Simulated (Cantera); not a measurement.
**Aluminium nitride and oxide growth: AlCl3 + H2O + N2**

Input: 1 mol AlCl3, 0.79 mol H2O, 6.2 mol N2, equilibrated at 2148.15 K.

These are equilibrium values from Cantera (NASA tables, ideal gas, pure condensed phases), not measurements of a reactor. Candidate condensed phases: Al, AlCl3, AlN, Al2O3, H2O, NH4Cl; 45 gas species. The tables' values for AlCl2, AlOH are old estimates; treat these amounts as uncertain. The numbers say what is thermodynamically allowed, not how fast it happens.

```json
[
 {"P (Pa)": "10", "x N2": "0.626", "x HCl": "0.0735", "x Cl": "0.178", "x AlCl3": "1.40e-5", "x H": "0.0525", "x AlCl": "0.0466", "x H2": "0.0158", "x AlCl2": "0.000667", "n Al2O3(s)": "0.245"},
 {"P (Pa)": "63", "x N2": "0.656", "x HCl": "0.124", "x Cl": "0.137", "x AlCl3": "0.000327", "x H": "0.0182", "x AlCl": "0.0460", "x H2": "0.0120", "x AlCl2": "0.00320", "n Al2O3(s)": "0.252"},
 {"P (Pa)": "400", "x N2": "0.681", "x HCl": "0.156", "x Cl": "0.0983", "x AlCl3": "0.00516", "x H": "0.00506", "x AlCl": "0.0352", "x H2": "0.00588", "x AlCl2": "0.0111", "n Al2O3(s)": "0.257"},
 {"P (Pa)": "2500", "x N2": "0.713", "x HCl": "0.172", "x Cl": "0.0535", "x AlCl3": "0.0244", "x H": "0.00164", "x AlCl": "0.0144", "x H2": "0.00385", "x AlCl2": "0.0155", "n Al2O3(s)": "0.260"},
 {"P (Pa)": "16000", "x N2": "0.736", "x HCl": "0.180", "x Cl": "0.0235", "x AlCl3": "0.0433", "x H": "0.000608", "x AlCl": "0.00323", "x H2": "0.00340", "x AlCl2": "0.00975", "n Al2O3(s)": "0.262"},
 {"P (Pa)": "100000", "x N2": "0.745", "x HCl": "0.183", "x Cl": "0.0107", "x AlCl3": "0.0525", "x H": "0.000218", "x AlCl": "0.000486", "x H2": "0.00274", "x AlCl2": "0.00417", "n Al2O3(s)": "0.262"}
]
```
x: gas mole fraction; n: condensed amount in mol.

From 0.000100 bar to 1.00 bar the condensed part is Al2O3(s). The main Al-bearing gas is AlCl at 0.000100 bar and AlCl3 at 1.00 bar. The share of Al in condensed phases is highest at 1.00 bar (52.4 %) and lowest at 0.000100 bar (49.0 %).
